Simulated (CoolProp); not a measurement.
Aqueous potassium carbonate as a coolant, at -2 °C, 1 atm.

Values from CoolProp's Melinder's fits for secondary coolants.

```
mass %  freezing point (°C)  Prandtl number  cp (kJ/(kg K))  conductivity (W/(m K))  density (kg/m³)
------  -------------------  --------------  --------------  ----------------------  ---------------
11.5                   -4.3            15.4           3.597                   0.551             1112
15.5                   -6.1            16.3           3.444                   0.547             1152
19.5                   -8.5            17.7           3.293                   0.543             1193
23.4                  -11.4            19.5           3.149                   0.539             1235
27.4                  -15.3            22.3           3.007                   0.536             1279
31.4                  -20.6            26.4           2.881                   0.531             1325
35.4                  -27.5            32.5           2.774                   0.527             1371
```
